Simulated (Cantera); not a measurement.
A Cantera script and its output.

```python
import numpy as np
import cantera as ct

gas = ct.Solution("SiF4_NH3_mec.yaml", "gas")
gas.TPX = 1448, 1600, {'NH3': 1, 'H2': 0.55}
reactor = ct.IdealGasConstPressureReactor(gas, energy="off", clone=False)
net = ct.ReactorNet([reactor])
net.rtol, net.atol = 1e-08, 1e-18
show = ['NH3', 'H2', 'NH2', 'N2H2', 'NH', 'H']
times = np.geomspace(0.0007, 200, 15)

steps = ct.SolutionArray(gas, extra=["t"])
rows = []
print(f"{'t/s':>10s}{'T/K':>9s}{'P/Pa':>11s}" + "".join(f"{s:>11s}" for s in show))
for t in times:
    while net.time < t:
        t_next = net.step()
        steps.append(gas.state, t=t_next)
    rows.append([np.interp(t, steps.t, y) for y in (steps.T, steps.P, *steps(*show).X.T)])
    print(f"{t:10.3e}{rows[-1][0]:9.1f}{rows[-1][1]:11.4g}" + "".join(f"{x:11.3e}" for x in rows[-1][2:]))
rate = np.gradient(steps.T, steps.t)
print("integrator steps:", len(steps.t))
if steps.T.max() > steps.T[0] + 200:
    print(f"time of steepest temperature rise: {steps.t[rate.argmax()]:.4e} s")
gas.TPX = 1448, 1600, {'NH3': 1, 'H2': 0.55}
gas.equilibrate("TP")
print(f"equilibrium (TP): T = {gas.T:.1f} K  " + "  ".join(f"{s} {gas[s].X[0]:.3e}" for s in show))
```

Result:

```
       t/s      T/K       P/Pa        NH3         H2        NH2       N2H2         NH          H
 7.000e-04   1448.0       1600  6.452e-01  3.548e-01  2.805e-08  1.169e-14  4.844e-14  7.572e-09
 1.717e-03   1448.0       1600  6.452e-01  3.548e-01  6.912e-08  1.647e-13  3.481e-13  1.827e-08
 4.212e-03   1448.0       1600  6.452e-01  3.548e-01  1.698e-07  2.143e-12  2.261e-12  4.452e-08
 1.033e-02   1448.0       1600  6.452e-01  3.548e-01  4.169e-07  2.375e-11  1.403e-11  1.089e-07
 2.535e-02   1448.0       1600  6.452e-01  3.548e-01  1.023e-06  2.092e-10  8.540e-11  2.667e-07
 6.218e-02   1448.0       1600  6.452e-01  3.548e-01  2.507e-06  1.506e-09  5.155e-10  6.536e-07
 1.525e-01   1448.0       1600  6.452e-01  3.548e-01  6.136e-06  9.704e-09  3.084e-09  1.599e-06
 3.742e-01   1448.0       1600  6.451e-01  3.548e-01  1.478e-05  5.775e-08  1.778e-08  3.851e-06
 9.179e-01   1448.0       1600  6.450e-01  3.549e-01  2.961e-05  2.329e-07  7.057e-08  7.721e-06
 2.252e+00   1448.0       1600  6.446e-01  3.552e-01  3.468e-05  3.195e-07  9.651e-08  9.059e-06
 5.523e+00   1448.0       1600  6.434e-01  3.560e-01  3.470e-05  3.194e-07  9.675e-08  9.098e-06
 1.355e+01   1448.0       1600  6.406e-01  3.580e-01  3.459e-05  3.170e-07  9.663e-08  9.162e-06
 3.324e+01   1448.0       1600  6.338e-01  3.627e-01  3.435e-05  3.111e-07  9.635e-08  9.316e-06
 8.153e+01   1448.0       1600  6.177e-01  3.740e-01  3.376e-05  2.974e-07  9.563e-08  9.689e-06
 2.000e+02   1448.0       1600  5.807e-01  3.997e-01  3.240e-05  2.673e-07  9.388e-08  1.057e-05
integrator steps: 451
equilibrium (TP): T = 1448.0 K  NH3 3.662e-07  H2 8.039e-01  NH2 6.324e-11  N2H2 6.376e-17  NH 5.804e-13  H 6.576e-05
```

Cantera simulation using the gas-phase N/H chemistry of the illustrative SiF4/NH3 mechanism in the Surface Chemkin manual (1991); the numbers are that mechanism's predictions, not measurements. Walls and surfaces, which speed up NH3 decomposition in real reactors, are not modelled.
